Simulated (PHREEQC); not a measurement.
PHREEQC input (Pitzer model, pitzer.dat):

```
SOLUTION 1
  temp 25
  units mol/kgw
  pH 7 charge
  Cl 0.88
  Na 0.26
  K 0.1
  Ca 0.02
  Sr 0.12
  Mg 0.12
END
USE solution 1
INCREMENTAL_REACTIONS false
REACTION 1
  H2O -1
  0 9.886 18.011 24.689 30.178 34.689 38.397 41.444
  43.949 46.007 47.699 49.089 50.232 51.172 51.944 52.578 moles
EQUILIBRIUM_PHASES 1
  Bischofite 0 0
  Brucite 0 0
  Carnallite 0 0
  Halite 0 0
  Portlandite 0 0
  Sylvite 0 0
  MgCl2_4H2O 0 0
SELECTED_OUTPUT 1
  -reset false
  -pH true
  -pe true
  -ionic_strength true
  -water true
  -activities H2O
  -totals Ca Cl K Mg Na Sr
  -molalities H+ Na+ K+ Mg+2 Ca+2 Sr+2 Cl- OH- MgOH+
  -equilibrium_phases Bischofite Brucite Carnallite Halite Portlandite Sylvite MgCl2_4H2O
PRINT
  -reset false
END
```

Selected output (columns that matter, 16 of 16 rows; water left (kg) added in front):

```
water left (kg)	pH	mu	Ca	Cl	K	Mg	Na	Sr	m_H+	m_Na+	m_K+	la_H2O	Halite	Sylvite
1	6.5834	1.14	0.02	0.88	0.1	0.12	0.26	0.12	2.9135e-07	0.26	0.1	-0.010751	0	0
0.821894	6.5305	1.387	0.024334	1.0707	0.12167	0.146	0.31634	0.146	3.1004e-07	0.31634	0.12167	-0.013278	0	0
0.675514	6.4668	1.6876	0.029607	1.3027	0.14804	0.17764	0.38489	0.17764	3.3226e-07	0.38489	0.14804	-0.016475	0	0
0.555203	6.3892	2.0533	0.036023	1.585	0.18011	0.21614	0.4683	0.21614	3.596e-07	0.4683	0.18011	-0.020563	0	0
0.456313	6.2935	2.4983	0.04383	1.9285	0.21915	0.26298	0.56978	0.26298	3.9451e-07	0.56978	0.21915	-0.025853	0	0
0.375043	6.1749	3.0396	0.053327	2.3464	0.26664	0.31996	0.69325	0.31996	4.4079e-07	0.69325	0.26664	-0.032784	0	0
0.30824	6.0271	3.6984	0.064885	2.8549	0.32442	0.38931	0.8435	0.38931	5.0438e-07	0.8435	0.32442	-0.041994	0	0
0.253345	5.8433	4.4998	0.078944	3.4735	0.39472	0.47366	1.0263	0.47366	5.9457e-07	1.0263	0.39472	-0.054395	0	0
0.208215	5.6154	5.4751	0.096055	4.2264	0.48027	0.57633	1.2487	0.57633	7.2621e-07	1.2487	0.48027	-0.071319	0	0
0.171138	5.335	6.6613	0.11686	5.1421	0.58432	0.70119	1.5192	0.70119	9.2344e-07	1.5192	0.58432	-0.094672	0	0
0.140655	4.9925	8.105	0.14219	6.2565	0.71096	0.85315	1.8485	0.85315	1.2276e-06	1.8485	0.71096	-0.12725	0	0
0.115613	4.588	9.8214	0.17299	7.5725	0.86496	1.0379	2.2098	1.0379	1.7008e-06	2.2098	0.86496	-0.17164	0.0045216	0
0.0950203	4.3847	10.825	0.21048	8.0886	1.0086	1.2629	1.6075	1.2629	2.0798e-06	1.6075	1.0086	-0.1924	0.10726	0.0041664
0.0780852	4.1441	11.876	0.25613	8.5466	0.78819	1.5368	1.099	1.5368	2.554e-06	1.099	0.78819	-0.21774	0.17418	0.038454
0.0641769	3.8073	13.351	0.31164	9.2996	0.5572	1.8698	0.63979	1.8698	3.2846e-06	0.63979	0.5572	-0.26063	0.21894	0.06424
0.0527548	3.3302	15.431	0.37911	10.502	0.34661	2.2747	0.29863	2.2747	4.5158e-06	0.29863	0.34661	-0.33392	0.24425	0.081715
```

Species that the database lacks are ignored.
